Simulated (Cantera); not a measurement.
An adiabatic, constant-volume homogeneous reactor starts with CO : H2 : CH4 : O2 : N2 = 1 : 0.69 : 0.24 : 1.74 : 17.4 (molar parts), equivalence ratio 0.76, at 1075 K and 0.957 atm. Integrator tolerance rtol = 1e-08.

Computed with Cantera and GRI-Mech 3.0 (53 species, 325 reactions).

```json
[
 {"quantity": "time of steepest temperature rise", "before": "1.14 ms", "after": "1.29 ms"},
 {"quantity": "temperature at 0.600 s", "before": "2136 K", "after": "1934 K"},
 {"quantity": "equilibrium temperature", "before": "2134 K", "after": "1930 K"},
 {"quantity": "x(CO) at 0.600 s", "before": "0.00122 (gas-phase equilibrium 0.00121)", "after": "0.000325 (gas-phase equilibrium 0.000320)"},
 {"quantity": "x(H2) at 0.600 s", "before": "0.000228 (gas-phase equilibrium 0.000227)", "after": "7.07e-5 (gas-phase equilibrium 6.99e-5)"},
 {"quantity": "x(CH4) at 0.600 s", "before": "<1e-12 (gas-phase equilibrium <1e-12)", "after": "<1e-12 (gas-phase equilibrium <1e-12)"},
 {"quantity": "x(H) at 0.600 s", "before": "4.34e-5 (gas-phase equilibrium 4.29e-5)", "after": "8.78e-6 (gas-phase equilibrium 8.46e-6)"},
 {"quantity": "x(HCN) at 0.600 s", "before": "<1e-12 (gas-phase equilibrium <1e-12)", "after": "<1e-12 (gas-phase equilibrium <1e-12)"},
 {"quantity": "x(CH2O) at 0.600 s", "before": "<1e-12 (gas-phase equilibrium <1e-12)", "after": "<1e-12 (gas-phase equilibrium <1e-12)"}
]
```

Question: What was changed between the two runs?
A. initial temperature 1075 to 1623 K
B. constant pressure in place of constant volume
C. pressure from 0.957 atm to 18.8 atm
D. pressure from 0.957 atm to 4.93 atm

Answer: B, constant pressure in place of constant volume
